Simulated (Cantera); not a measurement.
**Thermodynamics of silicon carbide growth, feed SiCl4 + CH4 + H2 + HCl**

Charge: 1 mol SiCl4, 0.64 mol CH4, 2.2 mol H2, 2.6 mol HCl, at 13.3 mbar.

Cantera equilibrium calculation (NASA polynomials, part measured and part estimated; ideal gas, pure solids and liquids). Candidate condensed phases: C, C6H6, C7H8, C8H18, Si, SiC; 109 gas species. The tables' values for SiCl3, SiCl are old estimates; treat these amounts as uncertain. Gases not in the tables: Si2H6 and higher silanes. Rates play no part.

From 900 K to 1050 K the condensed part is C(graphite). From 1200 K to 1950 K the condensed part is C(graphite) + SiC(s). From 2100 K to 2550 K the condensed part is C(graphite). The main Si-bearing gas is SiCl4 at 900 K and SiCl2 at 2550 K.

```
T (K)  log p HCl  log p H2  log p Cl  log p SiCl4  log p H  log p SiCl2  log p Si  log p SiCl3  n C(graphite)  n SiC(s)
-----  ---------  --------  --------  -----------  -------  -----------  --------  -----------  -------------  --------
900        -2.31     -2.19    -11.16        -2.73   -11.02        -8.47      <-13        -6.44          0.633         0
1050       -2.31     -2.19     -9.34        -2.73    -9.18        -6.00      <-13        -5.00          0.639         0
1200       -2.20     -2.25     -7.85        -2.86    -7.83        -4.56      <-13        -4.18          0.457     0.182
1350       -2.09     -2.37     -6.61        -3.18    -6.81        -3.79    -12.12        -3.84          0.204     0.436
1500       -2.06     -2.44     -5.69        -3.69    -5.97        -3.31    -10.12        -3.75          0.162     0.478
1650       -2.07     -2.44     -4.99        -4.37    -5.26        -3.05     -8.48        -3.88          0.285     0.354
1800       -2.09     -2.41     -4.45        -5.06    -4.65        -2.90     -7.12        -4.08          0.457     0.182
1950       -2.13     -2.39     -4.00        -5.70    -4.13        -2.81     -5.97        -4.30          0.625    0.0120
2100       -2.14     -2.39     -3.59        -6.27    -3.70        -2.81     -5.12        -4.53          0.632         0
2250       -2.17     -2.41     -3.23        -6.80    -3.33        -2.83     -4.40        -4.77          0.616         0
2400       -2.21     -2.45     -2.93        -7.34    -3.02        -2.92     -3.82        -5.05          0.562         0
2550       -2.28     -2.53     -2.68        -7.99    -2.77        -3.15     -3.43        -5.46          0.402         0
```
log p: log10 of the partial pressure in bar; n: condensed amount in mol.
